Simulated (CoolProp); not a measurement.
Model: reference Helmholtz-energy equation of state, Thol 2021, in CoolProp.

### Question
Give the vapour pressure (MPa), enthalpy of vaporisation (kJ/kg), vapour Z of saturated chlorine at 20.05 °C.

### Answer
| T (°C) | p (MPa) | enthalpy of vaporisation (kJ/kg) | vapour Z |
|---|---|---|---|
| 20.05 | 0.677 | 252 | 0.902 |
